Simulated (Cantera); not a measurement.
A closed system holds: 1 mol Pb, 1.2 mol O₂, 0.69 mol H₂, equilibrated at 1.00 bar.

Cantera equilibrium calculation (NASA polynomials, part measured and part estimated; ideal gas, pure solids and liquids). Candidate condensed phases: H₂O, Pb, PbO, PbO₂, Pb₃O₄; 12 gas species. Gases not in the tables: (PbO)n polymers. Rates play no part.

x: gas mole fraction; n: condensed amount in mol.

```csv
T (°C),x H₂O,x O₂,x PbO,x OH,x Pb,x O,x H₂,n PbO(yellow),n PbO(l)
750,0.660,0.340,6.43e-7,5.17e-7,___,1.81e-10,1.94e-10,1.000,0
800,0.660,0.340,2.91e-6,1.26e-6,___,7.25e-10,7.54e-10,1.000,0
850,0.660,0.340,1.14e-5,2.84e-6,___,2.56e-9,2.60e-9,1.000,0
900,0.660,0.340,3.86e-5,5.96e-6,___,8.14e-9,8.11e-9,0,1.000
950,0.660,0.340,0.000108,1.18e-5,___,2.35e-8,2.30e-8,0,1.000
1000,0.660,0.340,0.000280,2.21e-5,___,6.27e-8,6.03e-8,0,1.000
1050,0.660,0.339,0.000667,3.95e-5,___,1.55e-7,1.47e-7,0,0.999
1100,0.659,0.339,0.00149,6.77e-5,___,3.59e-7,3.35e-7,0,0.998
1150,0.658,0.339,0.00313,0.000112,___,7.84e-7,7.23e-7,0,0.997
```

Q: Some entries are withheld; supply them.

A: 
- 750, x Pb: 4.89e-11
- 800, x Pb: 4.41e-10
- 850, x Pb: 3.25e-9
- 900, x Pb: 1.95e-8
- 950, x Pb: 9.30e-8
- 1000, x Pb: 3.90e-7
- 1050, x Pb: 1.46e-6
- 1100, x Pb: 4.95e-6
- 1150, x Pb: 1.54e-5
